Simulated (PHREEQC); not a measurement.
Consider water at 67 °C with 0.01 mol/kgw H2SO4, 0.00024 mol/kgw K2SO4 and 0.024 mol/kgw CuSO4. Closed to the air; pH follows from the charge balance.

Computed with PHREEQC (ion-association model, phreeqc.dat).

This is a speciation only: nothing precipitates in the calculation.

Q: Estimate the pH.

A: pH 2.18.

Q: In which forms is K present?

A: K+ 94 %, KSO4- 6.4 % of the K.

Species that the database lacks are ignored. At this temperature some constants are extrapolated from 25 °C, and those without enthalpy data are left unchanged.
